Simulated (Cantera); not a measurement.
Feed: 1 mol AlN, 12 mol H₂O, 0.9 mol N₂, equilibrated at 1998 K and 1330 Pa.

These are equilibrium values from Cantera (NASA tables, ideal gas, pure condensed phases), not measurements of a reactor. Candidate condensed phases: Al, AlN, Al₂O₃, H₂O; 35 gas species. Gases not in the tables: Al(OH)₃. Rates play no part.

Base state: H₂O 0.776, H₂ 0.112, N₂ 0.104, H 0.00464, OH 0.00321, O₂ 0.000293, NO 0.000103, O 9.77e-5 (mole fractions); condensed: Al₂O₃(s).

Task: What changes in the equilibrium state with this change: temperature from 1998 K to 1548 K?

Result: 
```json
[
 {"species": "H₂O", "before": "0.776", "after": "0.784"},
 {"species": "H₂", "before": "0.112", "after": "0.112"},
 {"species": "N₂", "before": "0.104", "after": "0.104"},
 {"species": "H", "before": "0.00464", "after": "8.92e-5"},
 {"species": "OH", "before": "0.00321", "after": "2.09e-5"},
 {"species": "O", "before": "9.77e-5", "after": "1.41e-8"},
 {"species": "O₂", "before": "0.000293", "after": "4.57e-8"},
 {"species": "NO", "before": "0.000103", "after": "2.61e-7"},
 {"species": "Al₂O₃(s), mol", "before": "0.500", "after": "0.500"}
]
```
